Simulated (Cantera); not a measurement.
A closed system holds: 1 mol AlN, 680 mol H2, 79 mol N2, held at 23.0 Pa.

Method: chemical equilibrium by Gibbs-energy minimisation in Cantera with the NASA 1993 tables (ideal gas, pure condensed phases). Candidate condensed phases: Al, AlN; 13 gas species. Rates play no part.

Over these rows the condensed part is AlN(s). Partial pressures as log10 of bar:

```csv
T (K),1000/T (1/K),log p Al,log p H2,log p N2
1273,0.7855,-11.86,-3.69,-4.62
1323,0.7559,-10.87,-3.69,-4.62
1373,0.7283,?,-3.69,-4.62
1423,0.7027,-9.10,-3.69,-4.62
1473,0.6789,-8.30,-3.69,-4.62
1523,0.6566,-7.56,-3.69,-4.62
```

Problem. Fit log p(Al) = a + b·(1000/T) to the five rows, give the apparent enthalpy, and predict the row at 1373 K.

Solution. Means: 1000/T = 0.7159, log p = -9.538. Sxy = -0.383774, Sxx = 0.0115039, so b = -33.36 and a = -9.538 − (-33.36)×0.7159 = 14.35.
Apparent enthalpy: −19.145 × (-33.36) = 639 kJ/mol. With the condensed phases at unit activity, AlN(s) = Al(g) + 1/2 N2(g) links this pressure to the main gases: over the six rows their terms move log p by +0.00 in all, so the slope is close to that reaction's ΔH°. The five rows lie within 0.01 of the line.
Prediction at 1373 K: 14.35 + (-33.36)×0.7283 = -9.95. The computed value is -9.95, 0.00 from the line.
